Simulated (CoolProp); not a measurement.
Saturation properties of hydrogen chloride (Tc = 51.5 °C, pc = 8314 kPa, ω = 0.130).

Computed with CoolProp (reference Helmholtz-energy equation of state, Thol 2018).

```csv
T (°C),p (kPa),liquid density (kg/m³),vapour density (kg/m³),enthalpy of vaporisation (kJ/kg),liquid cp (kJ/(kg K))
-60.95,(withheld),1123,7.409,415.9,1.687
-56.85,(withheld),(withheld),(withheld),410.6,1.696
-52.65,474.1,1100,10.28,405.0,1.705
-48.55,557.3,1089,11.99,399.3,1.716
-44.35,653.5,1077,13.95,(withheld),1.729
-40.15,761.7,1064,16.16,387.1,1.743
-36.05,879.8,1052,18.58,380.8,(withheld)
-31.85,1014,1039,(withheld),374.0,1.778
-27.75,(withheld),1026,24.35,367.2,1.798
-23.55,1325,1013,27.78,359.8,1.821
```

Task: Some entries are withheld; supply them.

Result: 
- -60.95, p (kPa): 334.9
- -56.85, p (kPa): 399.1
- -56.85, liquid density (kg/m³): 1112
- -56.85, vapour density (kg/m³): 8.737
- -44.35, enthalpy of vaporisation (kJ/kg): 393.3
- -36.05, liquid cp (kJ/(kg K)): 1.759
- -31.85, vapour density (kg/m³): 21.34
- -27.75, p (kPa): 1160

It boils at -85.0 °C under 1 atm.
